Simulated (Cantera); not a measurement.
A perfectly stirred reactor is fed with H₂ : O₂ : N₂ = 0.043 : 1 : 0.59 (molar parts), at 20.0 Torr; it is held at 1100 K, and followed from long to short residence time.

Model: the H2/O2 subset of GRI-Mech 3.0, which has no nitrogen chemistry, integrated in Cantera. Radical loss at walls, strong at low pressure, is not modelled.

### Question
Predict: x(H₂) at τ = 18.0 s; x(O₂) at τ = 18.0 s; x(HO₂) at τ = 18.0 s; x(H) at τ = 18.0 s; x(H₂O₂) at τ = 18.0 s; x(H₂) at τ = 0.380 s; x(O₂) at τ = 0.380 s; x(HO₂) at τ = 0.380 s; x(H) at τ = 0.380 s; x(H₂O₂) at τ = 0.380 s.

### Answer
```json
{
 "x(H₂) at τ = 18.0 s": "2.39e-5",
 "x(O₂) at τ = 18.0 s": "0.607",
 "x(HO₂) at τ = 18.0 s": "5.11e-7",
 "x(H) at τ = 18.0 s": "2.70e-6",
 "x(H₂O₂) at τ = 18.0 s": "4.07e-8",
 "x(H₂) at τ = 0.380 s": "0.000231",
 "x(O₂) at τ = 0.380 s": "0.606",
 "x(HO₂) at τ = 0.380 s": "2.30e-6",
 "x(H) at τ = 0.380 s": "0.000120",
 "x(H₂O₂) at τ = 0.380 s": "9.64e-8"
}
```
